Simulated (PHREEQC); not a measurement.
Synthetic water in mg/kgw, 81 °C, pH 3.93, pe 9.3: Na 2120; K 175; Ca 172; Mg 424; Cl 909; S(6) as SO4 5680; Br 10.4; Zn 79.3.

Valence states are taken as typed.

The numbers come from PHREEQC with the ion-association model, phreeqc.dat.

Precipitation was switched off in this run.

What ionic strength, specific conductance does the model give?

ionic strength 0.150 mol/kgw; specific conductance 24300 µS/cm.

In which forms is Zn present?

Zn+2 42 %, ZnSO4 42 %, Zn(SO4)2-2 8.9 %, ZnCl+ 6.7 % of the Zn.

At this temperature some constants are extrapolated from 25 °C, and those without enthalpy data are left unchanged.
